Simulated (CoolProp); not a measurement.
R404A at 293.15 K and 14.1 MPa flows at 1.2 m/s in a round tube of 10 mm bore and 0.25 µm roughness, fully developed (64/Re and Nu = 3.66 if laminar; Colebrook and Gnielinski if turbulent). Each further row changes one setting.

Computed with CoolProp (reference Helmholtz-energy equation of state, Lemmon 2003). It is a pseudo-pure fit of the blend.

```csv
case,Reynolds number,Darcy friction factor,pressure drop (Pa/m),heat-transfer coefficient (W/(m² K)),mass flow (kg/h)
as stated,76800,0.0191,1590,2590,392
velocity 2.4 m/s,154000,0.0167,5540,4660,784
diameter 20 mm,154000,0.0166,689,2320,1570
```

Viscosity comes from a separate model (Geller 2000). Thermal conductivity comes from a separate model (Geller 2001).
